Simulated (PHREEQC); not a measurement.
Synthetic water in mg/kgw, 20 °C, pH 6.44, pe 12.5:

| constituent | mg/kgw |
|---|---|
| Na | 114 |
| K | 262 |
| Ca | 150 |
| Mg | 7.86 |
| Cl | 308 |
| S(6) as SO4 | 80.8 |
| Alkalinity as HCO3 | 573 |
| Si as SiO2 | 2.41 |
| Cu(2) | 6.54 |

Valence states are taken as typed.

Equilibrium calculation in PHREEQC: ion-association model, wateq4f.dat.

```
Property                       Value
--------------------  --------------
ionic strength        0.0236 mol/kgw
charge-balance error           0.6 %
```

```
species  molality  activity   log γ
-------  --------  --------  ------
HCO3-     0.00901   0.00783  -0.061
Cl-       0.00869   0.00747  -0.066
CO2       0.00682   0.00685   0.002
K+        0.00668   0.00575  -0.066
Na+       0.00493   0.00427  -0.063
Ca+2      0.00340   0.00194  -0.244
SO4-2    0.000665  0.000375  -0.249
Mg+2     0.000293  0.000169  -0.238
CaHCO3+  0.000204  0.000178  -0.060
CaSO4    0.000137  0.000138   0.002
CuCO3     4.37e-5   4.39e-5   0.002
CuHCO3+   4.09e-5   3.53e-5  -0.064
H4SiO4    4.01e-5   4.03e-5   0.002
```

No solid was allowed to form. Saturation is exceeded, for instance for Malachite; the values hold only as long as no solid forms. Complexes and solids missing from the database can't appear.
